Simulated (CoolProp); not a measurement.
n-perfluorobutane at several states: Z from the reference equation and from simpler models built on Tc = 386.3 K, pc = 2322 kPa, ω = 0.372; each cubic takes its own stable root.

Computed with CoolProp (reference Helmholtz-energy equation of state, Gao 2022).

```
T (K)  p (kPa)   phase  reference  van der Waals  Redlich-Kwong  Peng-Robinson
-----  -------  ------  ---------  -------------  -------------  -------------
291.6      371  liquid    0.02393         0.8987         0.8656        0.02251
222.1      176  liquid    0.01285        0.02103        0.01424        0.01211
199.7     85.8  liquid   0.006676        0.01101       0.007419       0.006366
239.9      105  liquid   0.007350         0.9580       0.008161       0.006886
314.7     5270  liquid     0.3256         0.4918         0.3586         0.3040
263.6     43.3     gas     0.9783         0.9863         0.9814         0.9771
```

At some of these states van der Waals, Redlich-Kwong gives the other phase, because its saturation line lies elsewhere.
